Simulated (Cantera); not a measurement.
Feed: 1 mol SiCl4, 210 mol N2, at 1348 K and 780 Pa.

Method: chemical equilibrium by Gibbs-energy minimisation in Cantera with the NASA 1993 tables (ideal gas, pure condensed phases). Candidate condensed phases: Si, Si3N4; 13 gas species. The tables' values for SiCl3 are old estimates; treat these amounts as uncertain. The numbers say what is thermodynamically allowed, not how fast it happens.

Base state: N2 0.995, SiCl4 0.00456, Cl 0.000200, SiCl3 0.000151, SiCl2 2.52e-5 (mole fractions); condensed: gas only.

**Question.** What changes in the equilibrium state with this change: temperature from 1348 K to 1625 K?

**Answer.** 
| species | before | after |
|---|---|---|
| N2 | 0.995 | 0.991 |
| Cl | 0.000200 | 0.00435 |
| SiCl4 | 0.00456 | 0.00196 |
| SiCl2 | 2.52e-5 | 0.00160 |
| SiCl3 | 0.000151 | 0.00116 |

**Question.** What changes in the equilibrium state with this change: SiCl4 replaced by Si2H6?

**Answer.** 
```csv
species,before,after
N2,0.995,0.986
H2,0,0.0142
SiCl4,0.00456,0
Cl,0.000200,0
SiCl3,0.000151,0
SiCl2,2.52e-5,0
"Si3N4(s), mol",0,0.667
```
The feed counts by its element totals alone. N2 is the only nitrogen source here; it is nearly inert below about 1500 K, so the nitride shown seldom forms there in practice.
